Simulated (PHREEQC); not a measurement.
Alkaline etch or developer (model solution)

Consider water at 25 °C with 5.8 mmol/kgw KOH, 4.3 mmol/kgw Na2SiO3 and 0.46 mmol/kgw K2CO3. Closed to the air; pH follows from the charge balance.

Equilibrium calculation in PHREEQC: ion-association model, phreeqc.dat.

Each row changes one thing in this solution. No solid was allowed to form.

```csv
case,pH,ionic strength (mol/kgw),HCO3- (mol/kgw),NaHCO3 (mol/kgw)
as made,11.93,0.0160,7.17e-6,2.69e-8
0.0083 mol/kgw HF added,11.22,___,___,1.29e-7
KOH from 0.0058 to 0.058 mol/kgw,12.68,0.0695,___,3.18e-9
Na2SiO3 replaced by NaBF4 at the same molality,4.06,0.0111,2.58e-6,5.03e-9
0.00029 mol/kgw NaOH added,11.94,0.0163,6.95e-6,2.69e-8
KOH left out,11.58,0.0100,1.68e-5,6.58e-8
diluted 5-fold with water,11.28,0.00316,7.72e-6,6.60e-9
```

Task: Fill in the missing entries.

Result: 
- 0.0083 mol/kgw HF added, ionic strength (mol/kgw): 0.0157
- 0.0083 mol/kgw HF added, HCO3- (mol/kgw): 3.46e-5
- KOH from 0.0058 to 0.058 mol/kgw, HCO3- (mol/kgw): 1.03e-6

Some of these states are supersaturated (in Quartz (slow to form), for instance). SiF6-2 is the database's only silicon fluoride.
